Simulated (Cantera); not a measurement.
Charge: 1 mol CaCl₂, a varied amount of H₂O, 26 mol N₂, equilibrated at 0.0350 bar.

These are equilibrium values from Cantera (NASA tables, ideal gas, pure condensed phases), not measurements of a reactor. Candidate condensed phases: Ca, CaCl₂, CaO, Ca(OH)₂, H₂O, NH₄Cl; 36 gas species. Mutual solubility and eutectic melting of coexisting phases are not modelled. Condensed phases not in the tables: oxide chlorides. Kinetics and transport are ignored.

Question: What condenses at these points (T in K, n(H₂O) in mol): (2023, 0.49); (1498, 8); (1723, 4); (1948, 0.99); (1348, 0.25)?

Answer: 
```
T (K)  n(H₂O) in mol  condensed phases  Ca condensed (%)
-----  -------------  ----------------  ----------------
2023            0.49               CaO              22.6
1498               8               CaO              90.4
1723               4               CaO              69.7
1948            0.99               CaO              34.2
1348            0.25       CaCl₂ + CaO              89.3
```
